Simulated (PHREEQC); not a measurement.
A solution holds 0.015 mol HF, 0.0034 mol NH4F and 0.098 mol H2SO4 per kg of water, at 33 °C. Closed to the air; pH follows from the charge balance.

Model: ion-association model, phreeqc.dat, run in PHREEQC.

This is a speciation only: nothing precipitates in the calculation.

Q: Estimate the pH.

A: pH 1.04.

Q: In which forms is S present?

A: HSO4- 82 %, SO4-2 18 % of the S.
